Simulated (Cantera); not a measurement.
Input: 1 mol Fe3O4, 4 mol CO, equilibrated at 13.3 mbar.

Equilibrium computed with Cantera from the NASA thermochemical tables; the gas is ideal and each condensed phase is pure. Candidate condensed phases: C, Fe, Fe(CO)5, FeO, Fe2O3, Fe3O4; 15 gas species. The tables' stoichiometric FeO is somewhat more stable than real wüstite, so its field is too wide. FeO: taken at fixed stoichiometry. The numbers say what is thermodynamically allowed, not how fast it happens.

x: gas mole fraction; n: condensed amount in mol.

| T (°C) | x CO | x CO2 | x Fe | x FeO | x O2 | x O | n FeO(s) | n FeO(l) |
|---|---|---|---|---|---|---|---|---|
| 1352 | 0.750 | 0.250 | 5.86e-5 | 3.98e-7 | ? | 1.34e-8 | 3.00 | 0 |
| 1452 | 0.750 | 0.250 | 0.000280 | 3.04e-6 | ? | 1.33e-7 | 0 | 3.00 |
| 1552 | 0.748 | 0.251 | 0.00109 | 1.80e-5 | ? | 1.03e-6 | 0 | 3.00 |
| 1652 | 0.744 | 0.253 | 0.00361 | 8.73e-5 | ? | 6.46e-6 | 0 | 2.99 |
| 1752 | 0.732 | 0.258 | 0.0103 | 0.000360 | ? | 3.47e-5 | 0 | 2.96 |
| 1852 | 0.705 | 0.268 | 0.0254 | 0.00129 | ? | 0.000166 | 0 | 2.89 |
| 1952 | 0.654 | 0.287 | 0.0535 | 0.00407 | ? | 0.000742 | 0 | 2.76 |
| 2052 | 0.576 | 0.308 | 0.0980 | 0.0116 | ? | 0.00312 | 0 | 2.50 |

Question: Complete the blanks.

Answer: 
- 1352, x O2: 6.33e-9
- 1452, x O2: 6.99e-8
- 1552, x O2: 5.95e-7
- 1652, x O2: 4.11e-6
- 1752, x O2: 2.46e-5
- 1852, x O2: 0.000135
- 1952, x O2: 0.000734
- 2052, x O2: 0.00396
